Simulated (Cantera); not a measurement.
Cantera run:

```python
import numpy as np
import cantera as ct

gas_names = """
    B BH BH2 BH3 B2 H H2
""".split()
cond_names = """
    B(b) B(L)
""".split()


# ... load() reads the species with a 1 bar reference pressure and builds the phases ...
atoms = {
    'B2H6': {'B': 2, 'H': 6},
    'H2': {'H': 2},
}
top_T = {}  # K; cautious upper limits of use, not melting points


# ... equilibrate(T, P, feed) seeds the gas with the atoms and calls Mixture.equilibrate('TP', solver="vcs", rtol=1e-11, max_steps=5000) ...
results = []
feed = {'B2H6': 1, 'H2': 2.5}  # mol
P = 29  # Pa
for T in [1773, 1823, 1873, 1923, 1973, 2023, 2073, 2123, 2173, 2223]:
    mix = equilibrate(T, P, feed)
    results.append((T, P, feed, dict(zip(mix.species_names, mix.species_moles))))

top = {s: max(r[3][s] / sum(r[3][g] for g in gas_names) for r in results) for s in gas_names}
cols = sorted((s for s in top if top[s] > 1e-06), key=lambda s: -top[s])[:6]
seen = [c for c in cond_names if any(r[3].get(c, 0) > 1e-12 for r in results)]
print("log10 of partial pressures in bar; condensed amounts in mol")
print(f"{'T/K':>10s}" + "".join(f"{s[:9]:>10s}" for s in cols + seen))
for T, P, feed, n in results:
    ng = sum(n[g] for g in gas_names)
    print(f"{T:10.4g}" + "".join(f"{np.log10(max(n[s] / ng * P / 1e5, 1e-99)):10.3f}" for s in cols)
          + "".join(f"{n.get(c, 0):10.4g}" for c in seen))
```

Output:

```
log10 of partial pressures in bar; condensed amounts in mol
       T/K        H2         H         B       BH2        BH      B(b)
      1773    -3.545    -5.318    -8.729    -7.515    -9.734     1.999
      1823    -3.549    -5.138    -8.281    -7.364    -9.385     1.999
      1873    -3.554    -4.967    -7.856    -7.223    -9.057     1.999
      1923    -3.562    -4.807    -7.454    -7.091    -8.748     1.998
      1973    -3.572    -4.656    -7.073    -6.970    -8.456     1.996
      2023    -3.587    -4.515    -6.711    -6.860    -8.180     1.993
      2073    -3.606    -4.383    -6.366    -6.760    -7.922     1.987
      2123    -3.631    -4.261    -6.038    -6.672    -7.679     1.976
      2173    -3.664    -4.148    -5.726    -6.598    -7.452     1.953
      2223    -3.707    -4.047    -5.427    -6.538    -7.242     1.907
```

Equilibrium computed with Cantera from the NASA thermochemical tables; the gas is ideal and each condensed phase is pure. The feed counts by its element totals alone. The tables' values for BH2 are old estimates; treat these amounts as uncertain.
